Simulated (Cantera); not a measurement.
Feed: 1 mol Si, 1 mol F2, equilibrated at 1248 K and 0.410 bar.

These are equilibrium values from Cantera (NASA tables, ideal gas, pure condensed phases), not measurements of a reactor. Candidate condensed phases: Si; 9 gas species. The tables' values for SiF3, SiF2 are old estimates; treat these amounts as uncertain. Rates play no part.

What is the equilibrium state?


| Quantity | Result |
|---|---|
| x(SiF4) | 0.985 |
| x(SiF3) | 0.0149 |
| x(SiF2) | 0.000217 |
| n(Si(s)) | 0.498 mol |
| gas amount | 0.5019 mol |
